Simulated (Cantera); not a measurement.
Mixture: C₂H₄ : O₂ : N₂ : H₂O = 1 : 4.69 : 17.6 : 5.7 (molar parts), at 3.70 bar, adiabatic and at constant volume. Ignition delay is the time to a rise of 400 K.

Detailed kinetics in Cantera: GRI-Mech 3.0 (53 species, 325 reactions). GRI-Mech 3.0 was tuned for natural gas; its chemistry of ethylene as a main component is partial and can be far from experiment.

Question: Predict: delay at 1100 K; delay at 1200 K; delay at 1300 K; delay at 1400 K; apparent activation energy between 1350 and 1450 K.

Answer: 
```json
{
  "delay at 1100 K": "6.38 ms",
  "delay at 1200 K": "0.741 ms",
  "delay at 1300 K": "97.8 µs",
  "delay at 1400 K": "24.5 µs",
  "apparent activation energy between 1350 and 1450 K": "160 kJ/mol"
}
```
